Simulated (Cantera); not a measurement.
An adiabatic, constant-volume homogeneous reactor starts with CH4 : H2 : O2 : N2 = 1 : 1.3 : 2.82 : 10.6 (molar parts), equivalence ratio 0.94, at 1473 K and 0.470 bar. Integrator tolerance rtol = 1e-08.

Cantera simulation using GRI-Mech 3.0 (53 species, 325 reactions); the numbers are that mechanism's predictions, not measurements.

Task: What does this change do: CH4 1 to 0.33 parts?

Result: 
```
quantity                                                            before                                    after
---------------------------------  ---------------------------------------  ---------------------------------------
time of steepest temperature rise                                 0.187 ms                                  57.1 µs
temperature at 0.200 s                                              2831 K                                   2543 K
equilibrium temperature                                             2831 K                                   2543 K
x(CH4) at 0.200 s                    <1e-12 (gas-phase equilibrium <1e-12)    <1e-12 (gas-phase equilibrium <1e-12)
x(H2) at 0.200 s                     0.0257 (gas-phase equilibrium 0.0257)  0.00333 (gas-phase equilibrium 0.00333)
x(O2) at 0.200 s                     0.0258 (gas-phase equilibrium 0.0258)    0.0925 (gas-phase equilibrium 0.0925)
x(C2H4) at 0.200 s                   <1e-12 (gas-phase equilibrium <1e-12)    <1e-12 (gas-phase equilibrium <1e-12)
x(NO2) at 0.200 s                  2.72e-6 (gas-phase equilibrium 2.72e-6)  7.87e-6 (gas-phase equilibrium 7.87e-6)
```
